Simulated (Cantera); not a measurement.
## Adiabatic ignition

An adiabatic, constant-volume homogeneous reactor starts with 8.31 % CH₄, 4.32 % CO, 17.0 % O₂, 64.2 % N₂, 5.98 % H₂O, 0.116 % H₂, equivalence ratio 1.1, at 1175 K and 750 Torr.

Cantera simulation using GRI-Mech 3.0 (53 species, 325 reactions); the numbers are that mechanism's predictions, not measurements.

```csv
t (s),T (K),P (bar),x CH₄,x CO,x O₂,x HCN,x C₂H₂
3.00e-6,1175,1.00,0.0831,0.0432,0.170,<1e-12,<1e-12
1.15e-5,1175,1.00,0.0831,0.0432,0.170,<1e-12,<1e-12
4.38e-5,1175,1.00,0.0831,0.0432,0.170,<1e-12,<1e-12
0.000168,1175,1.00,0.0831,0.0432,0.170,<1e-12,<1e-12
0.000641,1175,1.00,0.0831,0.0432,0.170,<1e-12,<1e-12
0.00245,1175,1.00,0.0831,0.0432,0.170,<1e-12,<1e-12
0.00936,1176,1.00,0.0830,0.0432,0.170,<1e-12,7.51e-11
0.0358,1182,1.01,0.0823,0.0432,0.170,<1e-12,7.85e-9
0.137,2763,2.42,<1e-12,0.0534,0.0119,3.42e-9,<1e-12
0.523,2763,2.42,<1e-12,0.0534,0.0119,3.42e-9,<1e-12
2.00,2763,2.42,<1e-12,0.0534,0.0119,3.42e-9,<1e-12
```
x: mole fraction; the columns are a selection and need not sum to one.

```json
{
 "time_of_steepest_temperature_rise": "79.8 ms",
 "temperature at 2.00 s": "2763 K",
 "equilibrium_temperature": "2763 K",
 "x(CH₄) at 2.00 s": "<1e-12 (gas-phase equilibrium <1e-12)",
 "x(CO) at 2.00 s": "0.0534 (gas-phase equilibrium 0.0534)",
 "x(O₂) at 2.00 s": "0.0119 (gas-phase equilibrium 0.0119)"
}
```
